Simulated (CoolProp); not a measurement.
Ethanol at 309.08 K and 0.643 MPa flows at 0.11 m/s in a round tube of 50 mm bore and 0.25 µm roughness, fully developed (64/Re and Nu = 3.66 if laminar; Colebrook and Gnielinski if turbulent). Each further row changes one setting.

The numbers come from the reference Helmholtz-energy equation of state, Schroeder 2014 in CoolProp.

```csv
case,Reynolds number,Darcy friction factor,pressure drop (Pa/m),heat-transfer coefficient (W/(m² K)),mass flow (kg/h)
as stated,4820,0.0378,3.55,157,604
velocity 0.22 m/s,9650,0.0312,11.7,316,1210
diameter 100 mm,9650,0.0312,1.46,158,2410
```

Viscosity comes from a separate model (Kiselev 2005). Thermal conductivity comes from a separate model (Assael 2013).
